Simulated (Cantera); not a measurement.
Charge: 1 mol SiCl4, 31 mol NH3, 32 mol H2, held at 0.323 Torr.

Method: chemical equilibrium by Gibbs-energy minimisation in Cantera with the NASA 1993 tables (ideal gas, pure condensed phases). Candidate condensed phases: NH4Cl, Si, Si3N4; 28 gas species. Gases not in the tables: Si2H6 and higher silanes. The numbers say what is thermodynamically allowed, not how fast it happens.

Problem. Which condensed phases are stable at each of these points (T (K)): 1048, 1148, 1248, 1348, 1448, 1548, 1648, 1748, 1848?

Solution. 
```tsv
T (K)	condensed phases	Si condensed (%)
1048	Si3N4(s)	100.0
1148	Si3N4(s)	99.9
1248	Si3N4(s)	99.2
1348	Si3N4(s)	95.2
1448	Si3N4(s)	79.7
1548	Si(s)	56.2
1648	Si(s)	48.5
1748	Si(l)	20.3
1848	gas only	0.0
```

From 1048 K to 1448 K the condensed part is Si3N4(s). From 1548 K to 1648 K the condensed part is Si(s). At 1748 K the condensed part is Si(l). At 1848 K nothing is condensed.
